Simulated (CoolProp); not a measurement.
Vapour-liquid equilibrium of CH2F2 (R32) (1) + R236FA (2) at 5.05 °C; x and y are mole fractions of (1).

Values from CoolProp's multi-fluid Helmholtz-energy mixture model, Tillner-Roth 1997 and Pan 2012; pair parameters Bell 2016.

```tsv
x	bubble pressure (MPa)	y at the bubble point	dew pressure at overall composition x (MPa)	liquid density (mol/L)
0.05	0.1684	0.243	0.1382	9.655
0.15	0.2449	0.519	0.1524	10.25
0.25	0.3243	0.669	0.1698	10.92
0.35	0.4049	0.763	0.1917	11.66
0.45	0.4858	0.826	0.2200	12.49
0.55	0.5668	0.873	0.2580	13.43
0.65	0.6485	0.910	0.3114	14.51
0.75	0.7317	0.940	0.3919	15.76
0.85	0.8174	0.966	0.5242	17.22
0.95	0.9068	0.989	0.7635	18.95
```

No azeotrope shows between x = 0.05 and 0.95.

The pair parameters rest on a limited set of measurements; away from them the model extrapolates.
